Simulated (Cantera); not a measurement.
Cantera run, input and output.

```python
import numpy as np
import cantera as ct

gas = ct.Solution("SiF4_NH3_mec.yaml", "gas")
gas.TPX = 2250, 44000, {'NH3': 1, 'H2': 9}
reactor = ct.IdealGasConstPressureReactor(gas, energy="off", clone=False)
net = ct.ReactorNet([reactor])
net.rtol, net.atol = 1e-08, 1e-18
show = ['NH3', 'H2', 'NH2', 'N', 'H']
times = np.geomspace(0.0008, 9, 12)

steps = ct.SolutionArray(gas, extra=["t"])
rows = []
print(f"{'t/s':>10s}{'T/K':>9s}{'P/Pa':>11s}" + "".join(f"{s:>11s}" for s in show))
for t in times:
    while net.time < t:
        t_next = net.step()
        steps.append(gas.state, t=t_next)
    rows.append([np.interp(t, steps.t, y) for y in (steps.T, steps.P, *steps(*show).X.T)])
    print(f"{t:10.3e}{rows[-1][0]:9.1f}{rows[-1][1]:11.4g}" + "".join(f"{x:11.3e}" for x in rows[-1][2:]))
rate = np.gradient(steps.T, steps.t)
print("integrator steps:", len(steps.t))
if steps.T.max() > steps.T[0] + 200:
    print(f"time of steepest temperature rise: {steps.t[rate.argmax()]:.4e} s")
gas.TPX = 2250, 44000, {'NH3': 1, 'H2': 9}
gas.equilibrate("TP")
print(f"equilibrium (TP): T = {gas.T:.1f} K  " + "  ".join(f"{s} {gas[s].X[0]:.3e}" for s in show))
```

It prints:

```
       t/s      T/K       P/Pa        NH3         H2        NH2          N          H
 8.000e-04   2250.0    4.4e+04  9.312e-02  9.011e-01  7.316e-04  5.266e-06  2.264e-03
 1.868e-03   2250.0    4.4e+04  8.235e-02  9.069e-01  6.751e-04  5.317e-06  2.377e-03
 4.362e-03   2250.0    4.4e+04  6.188e-02  9.179e-01  5.593e-04  5.411e-06  2.652e-03
 1.018e-02   2250.0    4.4e+04  3.152e-02  9.338e-01  3.602e-04  5.670e-06  3.411e-03
 2.378e-02   2250.0    4.4e+04  5.380e-03  9.453e-01  1.133e-04  6.193e-06  6.364e-03
 5.553e-02   2250.0    4.4e+04  2.691e-04  9.438e-01  9.663e-06  1.550e-06  1.082e-02
 1.297e-01   2250.0    4.4e+04  6.251e-05  9.438e-01  2.270e-06  3.727e-07  1.094e-02
 3.028e-01   2250.0    4.4e+04  2.230e-05  9.438e-01  8.104e-07  1.331e-07  1.095e-02
 7.069e-01   2250.0    4.4e+04  8.955e-06  9.438e-01  3.254e-07  5.346e-08  1.095e-02
 1.651e+00   2250.0    4.4e+04  3.833e-06  9.438e-01  1.393e-07  2.288e-08  1.095e-02
 3.854e+00   2250.0    4.4e+04  1.860e-06  9.438e-01  6.759e-08  1.111e-08  1.095e-02
 9.000e+00   2250.0    4.4e+04  1.263e-06  9.438e-01  4.589e-08  7.540e-09  1.095e-02
integrator steps: 1683
equilibrium (TP): T = 2250.0 K  NH3 1.194e-06  H2 9.438e-01  NH2 4.339e-08  N 7.129e-09  H 1.095e-02
```

Model: the gas-phase N/H chemistry of the illustrative SiF4/NH3 mechanism in the Surface Chemkin manual (1991), integrated in Cantera. Walls and surfaces, which speed up NH3 decomposition in real reactors, are not modelled.
